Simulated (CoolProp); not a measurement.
Vapour-liquid equilibrium of neopentane (1) + n-pentane (2) at 299.4 K; x and y are mole fractions of (1).

The numbers come from the multi-fluid Helmholtz-energy mixture model, Lemmon 2006 and Thol 2019; pair parameters Bell 2016 in CoolProp.

Task: Give the bubble pressure and the first vapour's composition at x = 0.05, 0.35, 0.95. Is there an azeotrope?

Result: x = 0.05: 0.07708 MPa, y = 0.115; x = 0.35: 0.1096 MPa, y = 0.565; x = 0.95: 0.1731 MPa, y = 0.977. No azeotrope shows between x = 0.05 and 0.95.

Pair parameters are fitted to limited data, so mixtures are less certain than the pure fluids.
